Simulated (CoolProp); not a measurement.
A single-stage vapour-compression cycle with the fluid: evaporating at 193.15 K (dew point), condensing at 214.15 K (bubble point), superheat 2 K, subcooling 8 K, compressor efficiency 0.85, no pressure losses. The same conditions are run with several fluids, on thermodynamics alone (safety and materials aside).

Model: reference Helmholtz-energy equation of state of each fluid (R13: Platzer 1990; R143a: Lemmon and Jacobsen 2000; R125: Lemmon 2005; CF4 (R14): Platzer 1990; propylene: Lemmon 2013; hydrogen chloride: Thol 2018), in CoolProp. The equations of Platzer and Polt are older, rougher fits.

```csv
fluid,cooling COP,pressure ratio,discharge temperature (K),refrigerating effect (kJ/kg),volumetric capacity (kJ/m³)
R13,7.48,2.68,233.3,138,1010
R143a,7.53,3.56,237.4,233,192
R125,7.58,3.71,230.7,168,194
CF4 (R14),6.47,2.07,230.8,84.1,6970
propylene,7.47,3.35,243.8,448,205
hydrogen chloride,7.11,2.73,269.6,418,1300
```
